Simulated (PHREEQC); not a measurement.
Model water analysis in mmol/kgw, 25 °C, pH 2.24:

| constituent | mmol/kgw |
|---|---|
| Na | 61 |
| K | 1.88 |
| Ca | 24.5 |
| Mg | 0.529 |
| Cl | 22 |
| S(6) | 57.2 |
| Mn(2) | 0.129 |
| Br | 0.128 |

Valence states are taken as typed.

Computed with PHREEQC (Pitzer model, pitzer.dat).

Question: The ionic strength comes out as 0.200 mol/kgw. What activity coefficients do Ca+2, Mg+2, H+, Na+, HSO4- get?

Answer: Ca+2 0.21, Mg+2 0.25, H+ 0.72, Na+ 0.75, HSO4- 0.74. Single-ion values are on the MacInnes scale.

Precipitation was switched off in this run. Saturation is exceeded, for instance for Gypsum; the values hold only as long as no solid forms. Complexes and solids missing from the database can't appear.
